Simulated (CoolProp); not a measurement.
Saturation properties of CH3F (R41).

The numbers come from the reference Helmholtz-energy equation of state, Lemmon 2006 in CoolProp. It is a short technical equation, of lower accuracy than the large ones.

```tsv
T (K)	p (kPa)	vapour density (kg/m³)	liquid cp (kJ/(kg K))	surface tension (mN/m)
216.2	289.8	5.974	2.121	12.2
224.9	417.4	8.463	2.155	10.9
233.7	586.2	11.75	2.198	9.63
242.4	799.5	15.95	2.254	8.40
251.1	1066	21.32	2.326	7.21
259.8	1395	28.16	2.419	6.05
268.5	1795	36.91	2.544	4.93
277.2	2274	48.20	2.720	3.87
285.9	2844	63.07	2.985	2.85
294.6	3518	83.39	3.438	1.91
303.3	4311	113.4	4.429	1.05
```

It boils at 194.8 K under 1 atm.

Surface tension comes from a separate correlation (Mulero 2012).
